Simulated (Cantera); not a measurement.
What does this Cantera script print?

```python
import numpy as np
import cantera as ct

gas_names = """
    AL ALH ALI ALI3 ALN AL2 AL2I6 H HI H2 I I2 N NH NH2 NH3 N2 N2H2 N2H4
""".split()
cond_names = """
    AL(cr) AL(L) ALI3(s) ALI3(L) ALN(s) I2(cr) I2(L)
""".split()


# ... load() reads the species with a 1 bar reference pressure and builds the phases ...
atoms = {
    'AlI3': {'AL': 1, 'I': 3},
    'N2': {'N': 2},
    'H2': {'H': 2},
}
top_T = {'ALN(s)': 2750}  # K; cautious upper limits of use, not melting points


# ... equilibrate(T, P, feed) seeds the gas with the atoms and calls Mixture.equilibrate('TP', solver="vcs", rtol=1e-11, max_steps=5000) ...
results = []
T = 1375  # K
P = 3000  # Pa
for m in [1.7, 2.6, 3.9, 5.8, 8.7, 13, 20, 29, 44]:
    feed = {'AlI3': 1, 'N2': m, 'H2': 8.4}  # mol
    mix = equilibrate(T, P, feed)
    results.append((T, P, feed, dict(zip(mix.species_names, mix.species_moles))))

top = {s: max(r[3][s] / sum(r[3][g] for g in gas_names) for r in results) for s in gas_names}
cols = sorted((s for s in top if top[s] > 1e-05), key=lambda s: -top[s])[:7]
seen = [c for c in cond_names if any(r[3].get(c, 0) > 1e-12 for r in results)]
print("log10 of partial pressures in bar; condensed amounts in mol")
print(f"{'n(N2)':>10s}" + "".join(f"{s[:9]:>10s}" for s in cols + seen))
for T, P, feed, n in results:
    ng = sum(n[g] for g in gas_names)
    print(f"{feed['N2']:10.4g}" + "".join(f"{np.log10(max(n[s] / ng * P / 1e5, 1e-99)):10.3f}" for s in cols)
          + "".join(f"{n.get(c, 0):10.4g}" for c in seen))
```

It prints:

```
log10 of partial pressures in bar; condensed amounts in mol
     n(N2)        N2        H2         I        HI      ALI3        I2       ALI    ALN(s)
       1.7    -2.503    -1.707    -2.426    -2.491    -3.744    -4.541    -4.680    0.9206
       2.6    -2.301    -1.739    -2.443    -2.524    -3.896    -4.575    -4.799    0.9392
       3.9    -2.138    -1.782    -2.470    -2.573    -4.059    -4.629    -4.907    0.9532
       5.8    -2.002    -1.837    -2.509    -2.639    -4.243    -4.707    -5.014    0.9643
       8.7    -1.886    -1.908    -2.563    -2.729    -4.463    -4.815    -5.126    0.9735
        13    -1.793    -1.996    -2.632    -2.841    -4.716    -4.952    -5.241    0.9806
        20    -1.715    -2.109    -2.723    -2.989    -5.029    -5.135    -5.371    0.9862
        29    -1.664    -2.220    -2.816    -3.137    -5.333    -5.320    -5.490    0.9896
        44    -1.620    -2.358    -2.934    -3.324    -5.708    -5.556    -5.629    0.9922
```

Cantera equilibrium calculation (NASA polynomials, part measured and part estimated; ideal gas, pure solids and liquids).
